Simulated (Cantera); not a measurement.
Gas mixture: 37.4 % CO2, 13.9 % C2H2, 21.7 % CH4, 27.0 % C2H6, at 0.0860 bar, frozen composition.

Cantera's kinetic-theory transport with the Lennard-Jones parameters of GRI-Mech 3.0, ideal gas; thermal conductivity in the multicomponent form. The composition is frozen, though it would react at the higher temperatures.

One state of this run: ρ (kg/m³) = 0.0328; cp (J/kg/K) = 2489; μ (µPa s) = 32.7; λ (mW/m/K) = 112; Pr = 0.727; D (cm²/s) H2O = 19.9; D (cm²/s) H = 94.6; D (cm²/s) CH3 = 17.8. D: mixture-averaged diffusion coefficient of that species in the mixture.

Q: Which value of T (K) does it belong to?
(A) 1000
(B) 1150
(C) 400
(D) 700

A: A, 1000
